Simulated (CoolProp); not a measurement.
Vapour-liquid equilibrium of acetone (1) + n-heptane (2) at 157.35 °C; x and y are mole fractions of (1).

Values from CoolProp's multi-fluid Helmholtz-energy mixture model, Lemmon 2006 and Span 2003; pair parameters Bell 2016.

Q: Give the bubble pressure and the first vapour's composition at x = 0.35, 0.5, 0.65. Is there an azeotrope?

A: x = 0.35: 0.9680 MPa, y = 0.618; x = 0.5: 1.095 MPa, y = 0.702; x = 0.65: 1.192 MPa, y = 0.774. No azeotrope shows between x = 0.05 and 0.95.

Pair parameters are fitted to limited data, so mixtures are less certain than the pure fluids.
